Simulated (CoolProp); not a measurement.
Vapour-liquid equilibrium of toluene (1) + n-octane (2) at 504.7 K; x and y are mole fractions of (1).

Computed with CoolProp (multi-fluid Helmholtz-energy mixture model, Lemmon 2006 and Beckmüller 2019; pair parameters Bell 2016).

```
x     bubble pressure (MPa)  y at the bubble point  dew pressure at overall composition x (MPa)  liquid density (mol/L)
----  ---------------------  ---------------------  -------------------------------------------  ----------------------
0.05                 0.9835                  0.066                                       0.9778                   4.342
0.2                   1.051                  0.245                                        1.034                   4.605
0.35                  1.112                  0.405                                        1.091                   4.905
0.5                   1.163                  0.550                                        1.146                   5.249
0.65                  1.206                  0.685                                        1.196                   5.647
0.8                   1.239                  0.818                                        1.235                   6.109
0.95                  1.262                  0.953                                        1.261                   6.648
```

No azeotrope shows between x = 0.05 and 0.95.

The pair parameters rest on a limited set of measurements; away from them the model extrapolates.
